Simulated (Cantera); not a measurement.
# Reactions in the system B-Cl-F-O

Cantera with NASA thermochemical tables; ideal gases at 1 bar, condensed phases pure. Values are per mole of reaction as written; species without (g) are pure solids or liquids, kept so even where they would boil at 1 bar. The tables' values for BOCl are old estimates.

2 B3O3F3(g) + 2 B → 2 BF3(g) + 3 B2O2(g)

```
T (K)  ΔH° (kJ)  ΔS° (J/K)  ΔG° (kJ)  log10 K
-----  --------  ---------  --------  -------
2498      904.5      435.5    -183.4     3.84
2573      900.6      434.0    -216.0     4.39
2648      896.7      432.5    -248.5     4.90
2723      892.8      431.0    -280.9     5.39
2798      888.8      429.6    -313.2     5.85
2873      884.9      428.2    -345.4     6.28
2948      881.0      426.9    -377.4     6.69
```

3 B2O2(g) + 6 F(g) → 2 B2O3(g) + 2 BF3(g)

```
T (K)  ΔH° (kJ)  ΔS° (J/K)  ΔG° (kJ)  log10 K
-----  --------  ---------  --------  -------
2498    -3092.6     -666.2   -1428.4    29.87
2573    -3093.0     -666.4   -1378.5    27.98
2648    -3093.5     -666.6   -1328.5    26.20
2723    -3093.9     -666.7   -1278.5    24.52
2798    -3094.4     -666.9   -1228.5    22.93
2873    -3094.8     -667.0   -1178.4    21.42
2948    -3095.3     -667.2   -1128.4    19.99
```

2 BOCl(g) + 2 Cl2(g) → 2 BCl3(g) + O2(g)

| T (K) | ΔH° (kJ) | ΔS° (J/K) | ΔG° (kJ) | log10 K |
|---|---|---|---|---|
| 2498 | -166.2 | -130.3 | 159.4 | -3.33 |
| 2573 | -166.1 | -130.3 | 169.2 | -3.43 |
| 2648 | -166.0 | -130.3 | 178.9 | -3.53 |
| 2723 | -165.9 | -130.2 | 188.7 | -3.62 |
| 2798 | -165.9 | -130.2 | 198.5 | -3.70 |
| 2873 | -165.8 | -130.2 | 208.2 | -3.79 |
| 2948 | -165.8 | -130.2 | 218.0 | -3.86 |
